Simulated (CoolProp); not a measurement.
Computed with CoolProp (reference Helmholtz-energy equation of state, Rui 2013).

Question: For R236EA, give the phase and the Z, isothermal compressibility (1/MPa) at 370.2 K and 3060 kPa.

Answer: 
- 370.2 K and 3060 kPa: liquid; Z 0.130, isothermal compressibility 0.0124
